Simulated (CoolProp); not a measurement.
Vapour-liquid equilibrium of diethyl ether (1) + methanol (2) at 0.224 bar; x and y are mole fractions of (1).

Computed with CoolProp (multi-fluid Helmholtz-energy mixture model, Thol 2014 and de Reuck 1993; pair parameters Bell 2016).

**Question.** Give the bubble temperature and the first vapour's composition at x = 0.05, 0.5, 0.95. Is there an azeotrope?

**Answer.** x = 0.05: 20.2 °C, y = 0.433; x = 0.5: 1.1 °C, y = 0.845; x = 0.95: -1.9 °C, y = 0.963. No azeotrope shows between x = 0.05 and 0.95.

The pair parameters rest on a limited set of measurements; away from them the model extrapolates. With so large a gap from Raoult's law the liquid may split in two, which this calculation doesn't test in full.
